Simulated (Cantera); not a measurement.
## Counterflow diffusion flame

A counterflow diffusion flame at 1.97 atm, nozzles 20 mm apart: fuel side 95.9 % CH₄, 4.12 % C₂H₆ at 600 K, oxidiser side 25.0 % O₂, 75.0 % N₂ at 350 K, fuel mass flux 0.55 times the oxidiser's; mixture-averaged transport, no radiation.

Detailed kinetics in Cantera: GRI-Mech 3.0 (53 species, 325 reactions). GRI-Mech 3.0 has no aromatics or soot, which form on the fuel side of real flames. The maximum strain rate includes the flame's own expansion and is several times the mean.

```json
[
 {"oxidiser flux (kg/m²/s)": "0.5", "max strain (1/s)": "171", "mean strain (1/s)": "33.2", "T max (K)": "2333", "peak x OH": "0.0101", "peak x H": "0.00353", "peak x NO": "0.000495", "peak x CO": "0.0738", "peak x C₂H₂": "0.0222"},
 {"oxidiser flux (kg/m²/s)": "0.66", "max strain (1/s)": "218", "mean strain (1/s)": "43.8", "T max (K)": "2315", "peak x OH": "0.0102", "peak x H": "0.00369", "peak x NO": "0.000458", "peak x CO": "0.0721", "peak x C₂H₂": "0.0216"},
 {"oxidiser flux (kg/m²/s)": "0.87", "max strain (1/s)": "285", "mean strain (1/s)": "57.7", "T max (K)": "2299", "peak x OH": "0.0103", "peak x H": "0.00387", "peak x NO": "0.000429", "peak x CO": "0.0707", "peak x C₂H₂": "0.0209"},
 {"oxidiser flux (kg/m²/s)": "1.1", "max strain (1/s)": "356", "mean strain (1/s)": "73.0", "T max (K)": "2287", "peak x OH": "0.0104", "peak x H": "0.00402", "peak x NO": "0.000406", "peak x CO": "0.0696", "peak x C₂H₂": "0.0203"},
 {"oxidiser flux (kg/m²/s)": "1.5", "max strain (1/s)": "477", "mean strain (1/s)": "99.5", "T max (K)": "2273", "peak x OH": "0.0105", "peak x H": "0.00422", "peak x NO": "0.000378", "peak x CO": "0.0683", "peak x C₂H₂": "0.0194"},
 {"oxidiser flux (kg/m²/s)": "2", "max strain (1/s)": "628", "mean strain (1/s)": "133", "T max (K)": "2260", "peak x OH": "0.0106", "peak x H": "0.00441", "peak x NO": "0.000351", "peak x CO": "0.0672", "peak x C₂H₂": "0.0186"},
 {"oxidiser flux (kg/m²/s)": "2.6", "max strain (1/s)": "804", "mean strain (1/s)": "173", "T max (K)": "2249", "peak x OH": "0.0106", "peak x H": "0.00457", "peak x NO": "0.000326", "peak x CO": "0.0664", "peak x C₂H₂": "0.0178"},
 {"oxidiser flux (kg/m²/s)": "3.5", "max strain (1/s)": "1060", "mean strain (1/s)": "232", "T max (K)": "2235", "peak x OH": "0.0106", "peak x H": "0.00474", "peak x NO": "0.000296", "peak x CO": "0.0654", "peak x C₂H₂": "0.0167"},
 {"oxidiser flux (kg/m²/s)": "4.6", "max strain (1/s)": "1370", "mean strain (1/s)": "305", "T max (K)": "2221", "peak x OH": "0.0105", "peak x H": "0.00487", "peak x NO": "0.000265", "peak x CO": "0.0646", "peak x C₂H₂": "0.0157"},
 {"oxidiser flux (kg/m²/s)": "6.1", "max strain (1/s)": "1780", "mean strain (1/s)": "405", "T max (K)": "2204", "peak x OH": "0.0103", "peak x H": "0.00498", "peak x NO": "0.000230", "peak x CO": "0.0639", "peak x C₂H₂": "0.0147"}
]
```
x: mole fraction; the columns are a selection and need not sum to one.
